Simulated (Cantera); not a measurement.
A closed system holds: 1 mol CH₃Cl, 0.24 mol F₂, held at 0.133 bar.

Equilibrium computed with Cantera from the NASA thermochemical tables; the gas is ideal and each condensed phase is pure. Candidate condensed phases: C, C₆H₆, C₇H₈, C₈H₁₈; 118 gas species. The numbers say what is thermodynamically allowed, not how fast it happens. All values below are at 1450 K.

Base state: HCl 0.446, H₂ 0.339, HF 0.214, CH₄ 5.06e-5, Cl 1.62e-5, H 1.51e-5 (mole fractions); condensed: C(graphite).

**Question.** What changes in the equilibrium state with this change: F₂ from 0.24 to 0.041 mol?

**Answer.** 
| species | before | after |
|---|---|---|
| HCl | 0.446 | 0.490 |
| H₂ | 0.339 | 0.470 |
| HF | 0.214 | 0.0402 |
| CH₄ | 5.06e-5 | 9.71e-5 |
| H | 1.51e-5 | 1.78e-5 |
| Cl | 1.62e-5 | 1.51e-5 |
| C(graphite), mol | 1.000 | 1.000 |

**Question.** What changes in the equilibrium state with this change: F₂ from 0.24 to 0.056 mol?

**Answer.** 
```json
[
 {"species": "HCl", "before": "0.446", "after": "0.486"},
 {"species": "H₂", "before": "0.339", "after": "0.459"},
 {"species": "HF", "before": "0.214", "after": "0.0545"},
 {"species": "CH₄", "before": "5.06e-5", "after": "9.27e-5"},
 {"species": "H", "before": "1.51e-5", "after": "1.75e-5"},
 {"species": "Cl", "before": "1.62e-5", "after": "1.51e-5"},
 {"species": "C(graphite), mol", "before": "1.000", "after": "1.000"}
]
```
